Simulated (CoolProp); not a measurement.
Properties of ammonia along the isobar 16 MPa.

Values from CoolProp's reference Helmholtz-energy equation of state, Gao 2020.

```tsv
T (K)	phase	cp (kJ/(kg K))	isothermal compressibility (1/MPa)
223.6	liquid	4.362	0.0005786
242.8	liquid	4.417	0.0006925
262	liquid	4.472	0.0008446
281.1	liquid	4.540	0.001050
300.3	liquid	4.633	0.001340
319.5	liquid	4.764	0.001765
338.7	liquid	4.956	0.002431
357.8	liquid	5.250	0.003570
377	liquid	5.762	0.005881
396.2	liquid	6.885	0.01220
415.4	supercritical	11.27	0.04898
434.5	supercritical	14.21	0.1856
453.7	supercritical	7.139	0.1205
472.9	supercritical	5.304	0.09885
492.1	supercritical	4.496	0.08830
511.2	supercritical	4.053	0.08202
```

The peak of cp marks the crossing from liquid-like to gas-like fluid above the critical point.
